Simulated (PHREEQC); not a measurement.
A solution holds 0.0054 mol NH4Cl and 0.047 mol Na2HPO4 per kg of water, at 20 °C. Closed to the air; pH follows from the charge balance.

All values are PHREEQC results (ion-association model, phreeqc.dat), not measurements.

```
quantity          before     after
--------------  --------  --------
pH                  8.68      8.75
NH4+ (mol/kgw)   0.00477  0.000452
NH3 (mol/kgw)   0.000627   8.84e-5
```

Question: Which change was made?
(A) diluted 10-fold with water
(B) Na2HPO4 replaced by NaHSO4 at the same molality
(C) temperature from 20 to 5 °C
(D) Na2HPO4 left out

Answer: A, diluted 10-fold with water

Precipitation was switched off in this run.
